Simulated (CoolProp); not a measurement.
Vapour-liquid equilibrium of C3F8 (R218) (1) + c-C4F8 (RC318) (2) at 4.33 bar; x and y are mole fractions of (1).

Values from CoolProp's multi-fluid Helmholtz-energy mixture model, Lemmon 2006 and Platzer 1990; pair parameters Bell 2016. This equation is an older, rougher fit; its heat capacities, sound speeds and derivatives of the liquid may be far off and weren't checked against measurements.

```
x     bubble temperature, mixture model (°C)  bubble temperature, Raoult's law (°C)  y, mixture model  y, Raoult's law
----  --------------------------------------  -------------------------------------  ----------------  ---------------
0.05                              (withheld)                                   32.9             0.069            0.123
0.15                                    32.7                                   28.0        (withheld)            0.326
0.25                                    29.7                                   23.6        (withheld)            0.482
0.35                                    26.0                                   19.7             0.529            0.606
0.45                                    21.9                                   16.1             0.659            0.704
0.55                              (withheld)                                   12.9             0.765            0.784
0.65                              (withheld)                                    9.9             0.848            0.849
0.75                                     9.5                                    7.2        (withheld)            0.902
0.85                                     6.0                                    4.7             0.954            0.946
0.95                              (withheld)                                    2.4        (withheld)            0.984
```

Complete the blanks.


- 0.05, bubble temperature, mixture model (°C): 34.9
- 0.15, y, mixture model: 0.222
- 0.25, y, mixture model: 0.380
- 0.55, bubble temperature, mixture model (°C): 17.6
- 0.65, bubble temperature, mixture model (°C): 13.4
- 0.75, y, mixture model: 0.909
- 0.95, bubble temperature, mixture model (°C): 2.8
- 0.95, y, mixture model: 0.987

The largest gap from Raoult's law is +6.3 K in bubble temperature, at x = 0.35. No azeotrope shows between x = 0.05 and 0.95.

The pair parameters rest on a limited set of measurements; away from them the model extrapolates.
